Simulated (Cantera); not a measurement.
A Cantera script and its output.

```python
import numpy as np
import cantera as ct

gas = ct.Solution("h2o2.yaml")
gas.TPX = 1350, 2666, {'H2': 0.042, 'O2': 1}
reactor = ct.IdealGasConstPressureReactor(gas, energy="off", clone=False)
net = ct.ReactorNet([reactor])
net.rtol, net.atol = 1e-08, 1e-18
show = ['H2', 'O2', 'H', 'HO2', 'H2O']
times = np.geomspace(0.0006, 4, 13)

steps = ct.SolutionArray(gas, extra=["t"])
rows = []
print(f"{'t/s':>10s}{'T/K':>9s}{'P/Pa':>11s}" + "".join(f"{s:>11s}" for s in show))
for t in times:
    while net.time < t:
        t_next = net.step()
        steps.append(gas.state, t=t_next)
    rows.append([np.interp(t, steps.t, y) for y in (steps.T, steps.P, *steps(*show).X.T)])
    print(f"{t:10.3e}{rows[-1][0]:9.1f}{rows[-1][1]:11.4g}" + "".join(f"{x:11.3e}" for x in rows[-1][2:]))
rate = np.gradient(steps.T, steps.t)
print("integrator steps:", len(steps.t))
if steps.T.max() > steps.T[0] + 200:
    print(f"time of steepest temperature rise: {steps.t[rate.argmax()]:.4e} s")
gas.TPX = 1350, 2666, {'H2': 0.042, 'O2': 1}
gas.equilibrate("TP")
print(f"equilibrium (TP): T = {gas.T:.1f} K  " + "  ".join(f"{s} {gas[s].X[0]:.3e}" for s in show))
```

Output:

```
       t/s      T/K       P/Pa         H2         O2          H        HO2        H2O
 6.000e-04   1350.0       2666  3.733e-02  9.573e-01  5.333e-04  2.571e-06  2.114e-03
 1.250e-03   1350.0       2666  8.158e-04  9.259e-01  4.513e-03  3.818e-06  3.487e-02
 2.603e-03   1350.0       2666  5.390e-04  9.274e-01  3.794e-03  3.558e-06  3.585e-02
 5.422e-03   1350.0       2666  4.792e-04  9.312e-01  3.137e-03  3.420e-06  3.645e-02
 1.129e-02   1350.0       2666  3.793e-04  9.373e-01  2.161e-03  3.141e-06  3.740e-02
 2.352e-02   1350.0       2666  2.451e-04  9.450e-01  1.092e-03  2.624e-06  3.860e-02
 4.899e-02   1350.0       2666  1.189e-04  9.520e-01  3.610e-04  1.851e-06  3.968e-02
 1.020e-01   1350.0       2666  4.330e-05  9.562e-01  7.831e-05  1.033e-06  4.039e-02
 2.125e-01   1350.0       2666  1.314e-05  9.579e-01  1.303e-05  4.579e-07  4.076e-02
 4.427e-01   1350.0       2666  3.800e-06  9.585e-01  2.028e-06  1.776e-07  4.094e-02
 9.220e-01   1350.0       2666  1.155e-06  9.587e-01  3.407e-07  7.200e-08  4.103e-02
 1.920e+00   1350.0       2666  3.874e-07  9.588e-01  6.640e-08  4.015e-08  4.108e-02
 4.000e+00   1350.0       2666  1.483e-07  9.588e-01  1.579e-08  3.661e-08  4.110e-02
integrator steps: 1600
equilibrium (TP): T = 1350.0 K  H2 5.283e-08  O2 9.588e-01  H 3.378e-09  HO2 4.785e-08  H2O 4.111e-02
```

Computed with Cantera and the H2/O2 subset of GRI-Mech 3.0, which has no nitrogen chemistry. Radical loss at walls, strong at low pressure, is not modelled. The temperature is held fixed by assumption; the heat of reaction is taken as removed at once.
